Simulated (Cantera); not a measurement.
## Premixed flame

A freely propagating, adiabatic, planar premixed flame of 21.8 % CO, 5.90 % H2, 15.1 % O2, 57.2 % N2, equivalence ratio 0.92, unburnt at 523 K and 13300 Pa; mixture-averaged transport, grid criteria slope 0.08 and curve 0.16, no radiation.

Model: GRI-Mech 3.0 (53 species, 325 reactions), integrated in Cantera. Burning velocities carry a grid error of a few per cent, more on coarse grids.

| z (mm) | T (K) | u (m/s) | x CO | x H2 | x O2 | x OH | x CO2 | x H2O2 |
|---|---|---|---|---|---|---|---|---|
| -28.1 | 523 | 1.92 | 0.218 | 0.0590 | 0.151 | <1e-8 | <1e-8 | <1e-8 |
| -18.7 | 523 | 1.92 | 0.218 | 0.0590 | 0.151 | <1e-8 | <1e-8 | <1e-8 |
| -14.0 | 523 | 1.92 | 0.218 | 0.0590 | 0.151 | <1e-8 | <1e-8 | <1e-8 |
| -9.36 | 523 | 1.92 | 0.218 | 0.0589 | 0.151 | <1e-8 | <1e-8 | <1e-8 |
| -4.68 | 524 | 1.93 | 0.218 | 0.0585 | 0.151 | 4.81e-7 | 1.68e-5 | 5.51e-7 |
| -2.34 | 616 | 2.25 | 0.215 | 0.0525 | 0.148 | 0.000141 | 0.00417 | 3.88e-6 |
| 0 | 1020 | 3.67 | 0.185 | 0.0214 | 0.119 | 0.00118 | 0.0362 | 3.90e-7 |
| 2.34 | 1334 | 4.71 | 0.124 | 0.00582 | 0.0735 | 0.00333 | 0.102 | 2.59e-7 |
| 4.68 | 1484 | 5.16 | 0.0928 | 0.00644 | 0.0586 | 0.00489 | 0.138 | 1.89e-7 |
| 9.36 | 1625 | 5.58 | 0.0839 | 0.00685 | 0.0537 | 0.00641 | 0.150 | 1.23e-7 |
| 18.7 | 1765 | 6.00 | 0.0825 | 0.00639 | 0.0520 | 0.00760 | 0.154 | 6.97e-8 |
| 37.5 | 1907 | 6.42 | 0.0776 | 0.00554 | 0.0492 | 0.00831 | 0.161 | 3.78e-8 |
| 74.9 | 2042 | 6.80 | 0.0695 | 0.00452 | 0.0454 | 0.00842 | 0.172 | 2.20e-8 |
x: mole fraction of selected species; z is measured from the peak of heat release.

```json
{
 "laminar_burning_velocity": "192 cm/s",
 "thermal_thickness": "9.36 mm",
 "peak x(OH)": "0.00845",
 "peak x(H2O2)": "4.49e-6",
 "grid_points": "170"
}
```
